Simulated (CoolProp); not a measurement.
Vapour-liquid equilibrium of n-butane (1) + acetone (2) at 309.4 K; x and y are mole fractions of (1).

Model: multi-fluid Helmholtz-energy mixture model, Bücker 2006 and Lemmon 2006; pair parameters Bell 2016, in CoolProp.

```
x     bubble pressure (bar)  y at the bubble point  dew pressure at overall composition x (bar)  liquid density (mol/L)
----  ---------------------  ---------------------  -------------------------------------------  ----------------------
0.05                  1.054                  0.547                                          [?]                   13.04
0.2                   2.172                  0.797                                       0.6092                   12.34
0.35                    [?]                  0.847                                       0.7456                     [?]
0.5                   2.913                  0.867                                       0.9595                     [?]
0.65                    [?]                  0.883                                          [?]                   10.55
0.8                   3.196                  0.907                                        2.198                   10.10
0.95                    [?]                  0.965                                          [?]                   9.729
```

Question: Some entries are withheld; supply them.

Answer: 
- 0.05, dew pressure at overall composition x (bar): 0.5144
- 0.35, bubble pressure (bar): 2.687
- 0.35, liquid density (mol/L): 11.68
- 0.5, liquid density (mol/L): 11.08
- 0.65, bubble pressure (bar): 3.049
- 0.65, dew pressure at overall composition x (bar): 1.342
- 0.95, bubble pressure (bar): 3.361
- 0.95, dew pressure at overall composition x (bar): 3.332

No azeotrope shows between x = 0.05 and 0.95.

The pair parameters rest on a limited set of measurements; away from them the model extrapolates. With so large a gap from Raoult's law the liquid may split in two, which this calculation doesn't test in full.
